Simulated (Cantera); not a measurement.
Equilibrium for silicon carbide growth: SiHCl3 + C2H4 + H2

Feed: 1 mol SiHCl3, 0.05 mol C2H4, 2000 mol H2, at 1250 K and 1.33 mbar.

Method: chemical equilibrium by Gibbs-energy minimisation in Cantera with the NASA 1993 tables (ideal gas, pure condensed phases). Candidate condensed phases: C, C6H6, C7H8, C8H18, Si, SiC; 109 gas species. Mutual solubility and eutectic melting of coexisting phases are not modelled. The numbers say what is thermodynamically allowed, not how fast it happens.

| Property | Value |
|---|---|
| x(H2) | 0.998 |
| x(HCl) | 0.00149 |
| x(H) | 1.32e-5 |
| x(SiCl2) | 5.57e-6 |
| n(Si(s)) | 0.889 mol |
| n(SiC(s)) | 0.0999 mol |
| gas amount | 2002 mol |
| log10 activity of C(graphite) (absent) | -2.65 |
